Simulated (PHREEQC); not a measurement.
1 kg of water holding 29 mmol/kgw CaCl2 and 14 mmol/kgw NaCl meets 20 L of dry gas (O2 1 by moles) at fixed total pressure, at 80 °C; fugacities by Peng-Robinson. The gases take part in no redox reaction, some water evaporates into the gas, and hydrates or a liquid gas phase aren't modelled. No solid was allowed to form.

All values are PHREEQC results (ion-association model, phreeqc.dat), not measurements.

```tsv
P (atm)	dissolved O2 (mol/kgw)	φ of O2
2	0.00117	1.000
5	0.00345	0.998
10	0.00719	0.996
20	0.0145	0.992
30	0.0216	0.988
40	0.0285	0.985
50	0.0352	0.981
75	0.0510	0.974
100	0.0658	0.968
150	0.0925	0.958
200	0.116	0.952
300	0.156	0.951
400	0.188	0.960
```

Species that the database lacks are ignored. At this temperature some constants are extrapolated from 25 °C, and those without enthalpy data are left unchanged.
